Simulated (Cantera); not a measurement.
Charge: 1 mol C3H6, 0.093 mol CO2, 14 mol N2, at 1 atm.

These are equilibrium values from Cantera (NASA tables, ideal gas, pure condensed phases), not measurements of a reactor. Candidate condensed phases: C, C6H6, C7H8, C8H18, H2O; 136 gas species. Kinetics and transport are ignored.

**Question.** At 2500 K, list the 4 most abundant gas species with their mole fractions, and the condensed phases.

**Answer.** N2 0.797, H2 0.153, HCN 0.0247, CO 0.0108. Condensed: C(graphite).
